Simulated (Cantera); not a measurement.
An adiabatic, constant-volume homogeneous reactor starts with H2 : O2 : N2 = 1 : 1.25 : 6.75 (molar parts), at 1150 K and 9.87 atm. Integrator tolerance rtol = 1e-08.

Cantera simulation using GRI-Mech 3.0 (53 species, 325 reactions); the numbers are that mechanism's predictions, not measurements. The hydrogen kinetics of GRI-Mech 3.0 are dated; newer H2 mechanisms differ, most at raised pressure.

**Question.** What does this change do: O2 1.25 to 0.73 parts?

**Answer.** 
```
quantity                                                            before                                      after
---------------------------------  ---------------------------------------  -----------------------------------------
time of steepest temperature rise                                 0.434 ms                                   0.448 ms
temperature at 3.00 s                                               2125 K                                     2193 K
equilibrium temperature                                             2125 K                                     2193 K
x(H2) at 3.00 s                    6.81e-5 (gas-phase equilibrium 6.81e-5)  0.000199 (gas-phase equilibrium 0.000199)
x(O2) at 3.00 s                      0.0844 (gas-phase equilibrium 0.0844)      0.0262 (gas-phase equilibrium 0.0262)
x(NO) at 3.00 s                    0.00675 (gas-phase equilibrium 0.00675)    0.00456 (gas-phase equilibrium 0.00456)
x(H2O2) at 3.00 s                  3.89e-7 (gas-phase equilibrium 3.89e-7)    2.84e-7 (gas-phase equilibrium 2.84e-7)
x(H) at 3.00 s                     7.23e-6 (gas-phase equilibrium 7.23e-6)    1.82e-5 (gas-phase equilibrium 1.82e-5)
x(N2O) at 3.00 s                   1.58e-6 (gas-phase equilibrium 1.58e-6)    1.11e-6 (gas-phase equilibrium 1.11e-6)
x(NO2) at 3.00 s                   2.53e-5 (gas-phase equilibrium 2.53e-5)    8.75e-6 (gas-phase equilibrium 8.75e-6)
```
